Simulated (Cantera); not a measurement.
# Premixed flame

A freely propagating, adiabatic, planar premixed flame of 27.4 % H₂, 15.2 % O₂, 57.3 % N₂, equivalence ratio 0.90, unburnt at 373 K and 7.10 bar; mixture-averaged transport, grid criteria slope 0.08 and curve 0.16, no radiation.

Computed with Cantera and the H2/O2 subset of GRI-Mech 3.0, which has no nitrogen chemistry. The hydrogen kinetics of GRI-Mech 3.0 are dated; newer H2 mechanisms differ, most at raised pressure. Burning velocities carry a grid error of a few per cent, more on coarse grids.

```
z (mm)    T (K)  u (m/s)     x H₂    x O₂      x OH     x HO₂     x H₂O       x O
--------  -----  -------  -------  ------  --------  --------  --------  --------
-0.110      373     1.95    0.274   0.153     <1e-8     <1e-8   2.95e-7     <1e-8
-0.0731     373     1.95    0.273   0.153     <1e-8   5.12e-8   3.68e-6     <1e-8
-0.0549     374     1.95    0.270   0.153     <1e-8   4.11e-7   2.57e-5     <1e-8
-0.0366     382     1.97    0.260   0.155     <1e-8   7.58e-6  0.000377   9.45e-8
-0.0183     527     2.57    0.211   0.160   1.86e-5  0.000506    0.0141   6.57e-6
-0.00914    909     4.28    0.156   0.144  0.000733   0.00115    0.0637  0.000225
0          1370     6.34   0.0972   0.107   0.00259  0.000562     0.142   0.00180
0.00914    1683     7.75   0.0537  0.0688   0.00639  0.000271     0.208   0.00390
0.0183     1863     8.56   0.0321  0.0472    0.0100  0.000144     0.243   0.00476
0.0366     2042     9.33   0.0191  0.0334    0.0126   6.62e-5     0.268   0.00420
0.0731     2183     9.92   0.0123  0.0279    0.0115   3.07e-5     0.283   0.00249
0.146      2275     10.3  0.00691  0.0250   0.00895   1.40e-5     0.294   0.00123
0.293      2321     10.5  0.00362  0.0237   0.00672   7.48e-6     0.300  0.000626
```
x: mole fraction of selected species; z is measured from the peak of heat release.

```
Property                     Result
------------------------  ---------
laminar burning velocity   195 cm/s
thermal thickness         0.0366 mm
peak x(OH)                   0.0126
peak x(HO₂)                 0.00124
peak x(O)                   0.00481
grid points                     113
```
